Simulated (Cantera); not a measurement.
Charge: 1 mol FeS₂, 1.5 mol SO₃, 32 mol N₂, held at 825 K and 0.100 bar.

These are equilibrium values from Cantera (NASA tables, ideal gas, pure condensed phases), not measurements of a reactor. Candidate condensed phases: Fe, FeO, FeS, FeSO₄, FeS₂, Fe₂O₃, Fe₂(SO₄)₃, Fe₃O₄, S; 19 gas species. FeS: taken at fixed stoichiometry. Gases not in the tables: S₃ to S₇. Equilibrium is a limit: real reactors are often held back by kinetics, nucleation or transport.

Base state: N₂ 0.931, SO₂ 0.0654, S₂ 0.00354, S₂O 0.000134 (mole fractions); condensed: FeS(s).

Problem. What changes in the equilibrium state with this change: SO₃ from 1.5 to 0.11 mol?

Solution. 
```csv
species,before,after
N₂,0.931,0.991
SO₂,0.0654,0.00509
S₂,0.00354,0.00360
S₂O,0.000134,3.80e-5
"FeS(s), mol",1.00,0.289
"FeS₂(s), mol",0,0.711
```
